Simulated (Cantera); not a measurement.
Input: 1 mol Si(CH₃)₄, 2.4 mol CH₄, 2.2 mol H₂, held at 900 K and 3.50 mbar.

These are equilibrium values from Cantera (NASA tables, ideal gas, pure condensed phases), not measurements of a reactor. Candidate condensed phases: C, C₆H₆, C₇H₈, C₈H₁₈, Si, SiC; 87 gas species. Equilibrium is a limit: real reactors are often held back by kinetics, nucleation or transport.

Base state: H₂ 0.999, CH₄ 0.00109 (mole fractions); condensed: C(graphite) + SiC(s).

### Question
What changes in the equilibrium state with this change: temperature from 900 K to 1798.15 K?

### Answer
```json
[
 {"species": "H₂", "before": "0.999", "after": "0.994"},
 {"species": "H", "before": "1.97e-9", "after": "0.00594"},
 {"species": "C₂H₂ (acetylene)", "before": "<1e-9", "after": "0.000172"},
 {"species": "CH₄", "before": "0.00109", "after": "2.68e-6"},
 {"species": "Si", "before": "<1e-9", "after": "2.11e-5"},
 {"species": "C(graphite), mol", "before": "5.39", "after": "5.40"},
 {"species": "SiC(s), mol", "before": "1.00", "after": "1.000"}
]
```
